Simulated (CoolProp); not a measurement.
Vapour-liquid equilibrium of dimethyl ether (1) + R227EA (2) at 81.7 kPa; x and y are mole fractions of (1).

Values from CoolProp's multi-fluid Helmholtz-energy mixture model, Wu 2011 and Lemmon 2016; pair parameters Bell 2016.

Problem. Give the bubble temperature and the first vapour's composition at x = 0.275, 0.725, 0.8. Is there an azeotrope?

Solution. x = 0.275: -16.7 °C, y = 0.246; x = 0.725: -24.0 °C, y = 0.881; x = 0.8: -25.7 °C, y = 0.927. y crosses x between x = 0.275 and 0.35: the model has an azeotrope there.

Pair parameters are fitted to limited data, so mixtures are less certain than the pure fluids.
